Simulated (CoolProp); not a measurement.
The numbers come from the reference Helmholtz-energy equation of state, Thol 2014 in CoolProp.

Task: Give the vapour pressure (MPa), vapour density (kg/m³), liquid cp (kJ/(kg K)) of saturated diethyl ether at 407.7 K.

Result: 
| T (K) | p (MPa) | vapour density (kg/m³) | liquid cp (kJ/(kg K)) |
|---|---|---|---|
| 407.7 | 1.34 | 39.9 | 2.93 |
